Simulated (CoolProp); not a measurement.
R227EA along the isotherm 475 K: fugacity coefficient from the reference equation and from simpler models built on Tc = 374.9 K, pc = 2.925 MPa, ω = 0.358; each cubic takes its own stable root.

Model: reference Helmholtz-energy equation of state, Lemmon 2016, in CoolProp.

```tsv
p (MPa)	phase	reference
1.95	gas	0.9087
3.9	supercritical	0.8257
5.85	supercritical	0.7519
7.8	supercritical	0.6901
9.75	supercritical	0.6420
11.7	supercritical	0.6064
13.7	supercritical	0.5801
15.6	supercritical	0.5626
17.6	supercritical	0.5502
19.5	supercritical	0.5428
21.5	supercritical	0.5387
23.4	supercritical	0.5377
25.4	supercritical	0.5392
27.3	supercritical	0.5427
29.3	supercritical	0.5484
```

Q: How far does each simpler model (van der Waals, Redlich-Kwong, Soave-Redlich-Kwong, Peng-Robinson) lie from the reference over these 15 states: mean and median of the absolute difference, and the worst?

A: 
- van der Waals: mean 6.4 %, median 6.9 %, worst -11.2 % at 475 K and 9.75 MPa
- Redlich-Kwong: mean 7.8 %, median 8.9 %, worst -9.5 % at 475 K and 29.3 MPa
- Soave-Redlich-Kwong: mean 8.4 %, median 9.6 %, worst +13.6 % at 475 K and 29.3 MPa
- Peng-Robinson: mean 1.2 %, median 1.2 %, worst -2.1 % at 475 K and 29.3 MPa
